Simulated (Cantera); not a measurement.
Charge: 1 mol C₆H₆, 0.16 mol CO₂, 21 mol H₂, at 0.140 bar.

Method: chemical equilibrium by Gibbs-energy minimisation in Cantera with the NASA 1993 tables (ideal gas, pure condensed phases). Candidate condensed phases: C, C₆H₆, C₇H₈, C₈H₁₈, H₂O; 110 gas species. Equilibrium is a limit: real reactors are often held back by kinetics, nucleation or transport.

x: gas mole fraction; n: condensed amount in mol.

```
T (°C)   x H₂         x H    x CO  x C₂H₂ (acetylene)       x CH₄  n C(graphite)
------  -----  ----------  ------  ------------------  ----------  -------------
1150    0.986     1.76e-5  0.0132             3.39e-6    0.000519           5.83
1300    0.986    0.000108  0.0132             2.04e-5    0.000250           5.83
1450    0.986  (withheld)  0.0132          (withheld)  (withheld)           5.83
1600    0.985     0.00171  0.0131            0.000307     8.28e-5           5.82
1750    0.981  (withheld)  0.0131          (withheld)  (withheld)           5.80
1900    0.972      0.0127  0.0131             0.00215     3.69e-5           5.73
2050    0.954      0.0284  0.0130             0.00462     2.61e-5           5.61
```

Complete the blanks.


- 1450, x H: 0.000484
- 1450, x C₂H₂ (acetylene): 8.92e-5
- 1450, x CH₄: 0.000137
- 1750, x H: 0.00503
- 1750, x C₂H₂ (acetylene): 0.000876
- 1750, x CH₄: 5.38e-5
